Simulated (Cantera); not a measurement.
A perfectly stirred reactor is fed with C2H6 : N2 = 1 : 1.4 (molar parts), at 0.825 Torr; it is held at 1798 K, and followed from long to short residence time.

Computed with Cantera and GRI-Mech 3.0 (53 species, 325 reactions). GRI-Mech 3.0 stops at C3 and has no aromatics, soot or wall deposition, so with more carbon than oxygen in the feed, carbon stays in small species such as C2H2 where larger ones or solid carbon would form. Radical loss at walls, strong at low pressure, is not modelled.

x: mole fraction; the columns are a selection and need not sum to one.

| τ (s) | x C2H6 | x C2H4 | x CH3 | x C2H | x C2H2 | x CH4 | x HCN |
|---|---|---|---|---|---|---|---|
| 0.40 | 0.000726 | 0.00419 | 0.0103 | 1.60e-5 | 0.204 | 0.0556 | 1.65e-5 |
| 0.17 | 0.00167 | 0.00851 | 0.0159 | 1.72e-5 | 0.193 | 0.0744 | 1.03e-5 |
| 0.072 | 0.00385 | 0.0167 | 0.0244 | 1.83e-5 | 0.176 | 0.0947 | 6.49e-6 |
| 0.031 | 0.00879 | 0.0307 | 0.0366 | 1.88e-5 | 0.152 | 0.112 | 4.17e-6 |
| 0.013 | 0.0207 | 0.0526 | 0.0544 | 1.75e-5 | 0.117 | 0.121 | 2.65e-6 |
| 0.0056 | 0.0468 | 0.0766 | 0.0762 | ? | 0.0752 | 0.111 | 1.68e-6 |
| 0.0024 | 0.101 | 0.0863 | 0.0964 | ? | 0.0341 | 0.0806 | 9.71e-7 |
| 0.0010 | 0.196 | 0.0628 | 0.0992 | ? | 0.00817 | 0.0407 | 4.51e-7 |

**Question.** What belongs in the gaps?

**Answer.** 
- 0.0056, x C2H: 1.35e-5
- 0.0024, x C2H: 7.32e-6
- 0.0010, x C2H: 2.14e-6
